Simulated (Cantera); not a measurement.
A closed system holds: 1 mol B2O3, 2 mol NF3, 8.2 mol O2, 4.4 mol BCl3, held at 1600 °C and 1.33 mbar.

Method: chemical equilibrium by Gibbs-energy minimisation in Cantera with the NASA 1993 tables (ideal gas, pure condensed phases). Candidate condensed phases: B, BN, B2O3; 42 gas species. The tables' values for BOCl are old estimates; treat these amounts as uncertain. Rates play no part.

Base state: Cl 0.487, O2 0.236, BOF 0.224, N2 0.0367, BO2 0.00476, B2O3 0.00404, O 0.00315, BOCl 0.00211 (mole fractions); condensed: gas only.

### Question
What changes in the equilibrium state with this change: temperature from 1600 °C to 1177 °C?

### Answer
```tsv
species	before	after
Cl	0.487	0.348
O2	0.236	0.262
BOF	0.224	0.245
Cl2	0.00163	0.0948
N2	0.0367	0.0408
B3O3F3	<1e-9	3.16e-5
BO	1.69e-5	8.61e-9
F	2.20e-5	1.34e-7
O	0.00315	2.82e-5
BF3	1.05e-5	0.000213
B2O3(l), mol	0	0.0283
```
